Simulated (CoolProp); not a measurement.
Vapour-liquid equilibrium of dimethyl carbonate (1) + n-heptane (2) at 9.47 bar; x and y are mole fractions of (1).

Values from CoolProp's multi-fluid Helmholtz-energy mixture model, Zhou 2011 and Span 2003; pair parameters Bell 2016.

Q: Give the bubble temperature and the first vapour's composition at x = 0.2, 0.8, 0.95. Is there an azeotrope?

A: x = 0.2: 456.0 K, y = 0.333; x = 0.8: 447.7 K, y = 0.754; x = 0.95: 451.4 K, y = 0.915. y crosses x between x = 0.65 and 0.8: the model has an azeotrope there.

Pair parameters are fitted to limited data, so mixtures are less certain than the pure fluids.
